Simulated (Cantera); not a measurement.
An adiabatic, constant-pressure homogeneous reactor starts with 26.7 % H2, 15.4 % O2, 57.8 % N2, 0.134 % NO, at 1400 K and 6.80 bar.

Computed with Cantera and GRI-Mech 3.0 (53 species, 325 reactions). The hydrogen kinetics of GRI-Mech 3.0 are dated; newer H2 mechanisms differ, most at raised pressure.

Problem. Predict: time of steepest temperature rise; temperature at 0.200 s; equilibrium temperature; x(H2) at 0.200 s; x(O2) at 0.200 s; x(NO) at 0.200 s; x(O) at 0.200 s; x(N2O) at 0.200 s; x(NO2) at 0.200 s; x(N2) at 0.200 s.

Solution. 
| Quantity | Result |
|---|---|
| time of steepest temperature rise | 3.10 µs |
| temperature at 0.200 s | 2913 K |
| equilibrium temperature | 2913 K |
| x(H2) at 0.200 s | 0.0228 (gas-phase equilibrium 0.0228) |
| x(O2) at 0.200 s | 0.0216 (gas-phase equilibrium 0.0216) |
| x(NO) at 0.200 s | 0.0125 (gas-phase equilibrium 0.0125) |
| x(O) at 0.200 s | 0.00473 (gas-phase equilibrium 0.00473) |
| x(N2O) at 0.200 s | 1.66e-6 (gas-phase equilibrium 1.66e-6) |
| x(NO2) at 0.200 s | 6.42e-6 (gas-phase equilibrium 6.42e-6) |
| x(N2) at 0.200 s | 0.644 (gas-phase equilibrium 0.644) |
